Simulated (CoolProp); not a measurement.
Computed with CoolProp (reference Helmholtz-energy equation of state, Schroeder 2014).

For ethanol, give the phase and the speed of sound (m/s), isothermal compressibility (1/MPa), viscosity (µPa s) at 559.2 K and 1.81 MPa; 559.2 K and 3.72 MPa.


- 559.2 K and 1.81 MPa: gas; speed of sound 317, isothermal compressibility 0.590, viscosity 16.7
- 559.2 K and 3.72 MPa: gas; speed of sound 299, isothermal compressibility 0.315, viscosity 17.3

Viscosity comes from a separate model (Kiselev 2005).
